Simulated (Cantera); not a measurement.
Charge: 1 mol Si, 0.43 mol H₂, 0.55 mol HCl, equilibrated at 675 °C and 1100000 Pa.

Cantera equilibrium calculation (NASA polynomials, part measured and part estimated; ideal gas, pure solids and liquids). Candidate condensed phases: Si; 19 gas species. The tables' values for SiCl₃ are old estimates; treat these amounts as uncertain. Kinetics and transport are ignored.

Base state: H₂ 0.802, SiCl₄ 0.0931, SiHCl₃ 0.0916, SiH₂Cl₂ 0.00914, HCl 0.00367, SiCl₃ 0.000265, SiH₃Cl 0.000227, SiCl₂ 2.55e-5 (mole fractions); condensed: Si(s).

**Question.** What changes in the equilibrium state with this change: temperature from 675 °C to 1150 °C?

**Answer.** 
| species | before | after |
|---|---|---|
| H₂ | 0.802 | 0.756 |
| SiCl₄ | 0.0931 | 0.0713 |
| HCl | 0.00367 | 0.0648 |
| SiHCl₃ | 0.0916 | 0.0646 |
| SiCl₂ | 2.55e-5 | 0.0167 |
| SiCl₃ | 0.000265 | 0.0174 |
| SiH₃Cl | 0.000227 | 0.000357 |
| SiH₂Cl₂ | 0.00914 | 0.00893 |
| Si(s), mol | 0.840 | 0.848 |
